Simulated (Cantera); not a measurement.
**Equilibrium for calcination and drying: MgCO₃ + O₂ + H₂**

A closed system holds: 1 mol MgCO₃, 0.7 mol O₂, 0.6 mol H₂, equilibrated at 1950 Torr.

Method: chemical equilibrium by Gibbs-energy minimisation in Cantera with the NASA 1993 tables (ideal gas, pure condensed phases). Candidate condensed phases: C, C₆H₆, C₇H₈, C₈H₁₈, H₂O, Mg, MgCO₃, MgO, Mg(OH)₂; 116 gas species. Kinetics and transport are ignored.

```json
[
 {"T (K)": "948", "x CO₂": "0.500", "x H₂O": "0.300", "x O₂": "0.200", "x OH": "5.30e-8", "x CO": "6.54e-12", "x O": "8.24e-12", "x H₂": "7.09e-12", "x H": "<1e-12", "n MgO(s)": "1.00"},
 {"T (K)": "1048", "x CO₂": "0.500", "x H₂O": "0.300", "x O₂": "0.200", "x OH": "3.79e-7", "x CO": "2.00e-10", "x O": "1.75e-10", "x H₂": "1.43e-10", "x H": "<1e-12", "n MgO(s)": "1.00"},
 {"T (K)": "1148", "x CO₂": "0.500", "x H₂O": "0.300", "x O₂": "0.200", "x OH": "1.93e-6", "x CO": "3.36e-9", "x O": "2.20e-9", "x H₂": "1.71e-9", "x H": "1.84e-12", "n MgO(s)": "1.00"},
 {"T (K)": "1248", "x CO₂": "0.500", "x H₂O": "0.300", "x O₂": "0.200", "x OH": "7.55e-6", "x CO": "3.58e-8", "x O": "1.85e-8", "x H₂": "1.38e-8", "x H": "3.40e-11", "n MgO(s)": "1.00"},
 {"T (K)": "1348", "x CO₂": "0.500", "x H₂O": "0.300", "x O₂": "0.200", "x OH": "2.42e-5", "x CO": "2.68e-7", "x O": "1.13e-7", "x H₂": "8.22e-8", "x H": "4.11e-10", "n MgO(s)": "1.00"},
 {"T (K)": "1448", "x CO₂": "0.500", "x H₂O": "0.300", "x O₂": "0.200", "x OH": "6.59e-5", "x CO": "1.51e-6", "x O": "5.41e-7", "x H₂": "3.83e-7", "x H": "3.54e-9", "n MgO(s)": "1.00"},
 {"T (K)": "1548", "x CO₂": "0.500", "x H₂O": "0.300", "x O₂": "0.200", "x OH": "0.000158", "x CO": "6.81e-6", "x O": "2.12e-6", "x H₂": "1.47e-6", "x H": "2.31e-8", "n MgO(s)": "1.00"},
 {"T (K)": "1648", "x CO₂": "0.500", "x H₂O": "0.300", "x O₂": "0.200", "x OH": "0.000340", "x CO": "2.55e-5", "x O": "7.02e-6", "x H₂": "4.77e-6", "x H": "1.21e-7", "n MgO(s)": "1.000"},
 {"T (K)": "1748", "x CO₂": "0.500", "x H₂O": "0.300", "x O₂": "0.200", "x OH": "0.000672", "x CO": "8.19e-5", "x O": "2.03e-5", "x H₂": "1.36e-5", "x H": "5.22e-7", "n MgO(s)": "1.000"},
 {"T (K)": "1848", "x CO₂": "0.500", "x H₂O": "0.299", "x O₂": "0.200", "x OH": "0.00123", "x CO": "0.000231", "x O": "5.25e-5", "x H₂": "3.46e-5", "x H": "1.93e-6", "n MgO(s)": "1.000"},
 {"T (K)": "1948", "x CO₂": "0.499", "x H₂O": "0.299", "x O₂": "0.200", "x OH": "0.00212", "x CO": "0.000586", "x O": "0.000123", "x H₂": "7.99e-5", "x H": "6.26e-6", "n MgO(s)": "1.000"},
 {"T (K)": "2048", "x CO₂": "0.498", "x H₂O": "0.298", "x O₂": "0.199", "x OH": "0.00345", "x CO": "0.00135", "x O": "0.000266", "x H₂": "0.000170", "x H": "1.81e-5", "n MgO(s)": "1.000"},
 {"T (K)": "2148", "x CO₂": "0.496", "x H₂O": "0.296", "x O₂": "0.199", "x OH": "0.00537", "x CO": "0.00287", "x O": "0.000534", "x H₂": "0.000336", "x H": "4.74e-5", "n MgO(s)": "1.000"},
 {"T (K)": "2248", "x CO₂": "0.491", "x H₂O": "0.294", "x O₂": "0.200", "x OH": "0.00802", "x CO": "0.00568", "x O": "0.00101", "x H₂": "0.000624", "x H": "0.000114", "n MgO(s)": "1.000"}
]
```
x: gas mole fraction; n: condensed amount in mol.

From 948 K to 2248 K the condensed part is MgO(s).
